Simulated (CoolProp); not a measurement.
A simple Rankine cycle with benzene: condensing at 330.15 K, boiler at 0.518 MPa, turbine inlet 567.5 K, turbine efficiency 0.65, pump efficiency 0.6, no recuperator. Each further row changes one setting.

The numbers come from the reference Helmholtz-energy equation of state, Thol 2012 in CoolProp.

| case | thermal efficiency (%) | net work (kJ/kg) | heat in (kJ/kg) | turbine exit temperature (K) | volume ratio over the turbine |
|---|---|---|---|---|---|
| as stated | 10.9 | 85.7 | 786 | 518.7 | 10.4 |
| turbine inlet 587.5 K | 10.8 | … | 826 | 538.5 | 10.4 |
| condensing temperature 322.15 K | 12.0 | 95.7 | … | 513.1 | 13.9 |
| boiler pressure 0.363 MPa | 9.4 | 74.2 | 788 | 526.2 | 7.32 |
| turbine efficiency 0.55 | 9.2 | 72.3 | 786 | 525.9 | … |

Q: Some entries are withheld; supply them.

A: 
- turbine inlet 587.5 K, net work (kJ/kg): 89.1
- condensing temperature 322.15 K, heat in (kJ/kg): 800
- turbine efficiency 0.55, volume ratio over the turbine: 10.6
